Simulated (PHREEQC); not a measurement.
Solution (25 °C): 26 mmol/kgw CdSO4, 190 mmol/kgw NaCl and 5.3 mmol/kgw FeSO4. Closed to the air; pH follows from the charge balance.

Computed with PHREEQC (ion-association model, phreeqc.dat).

### Question
The ionic strength comes out as 0.244 mol/kgw. What activity coefficients do FeCl+, H+, HSO4-, Cl-, Cd(SO4)2-2 get?

### Answer
FeCl+ 0.74, H+ 0.79, HSO4- 0.74, Cl- 0.70, Cd(SO4)2-2 0.30.

Precipitation was switched off in this run. Species that the database lacks are ignored.
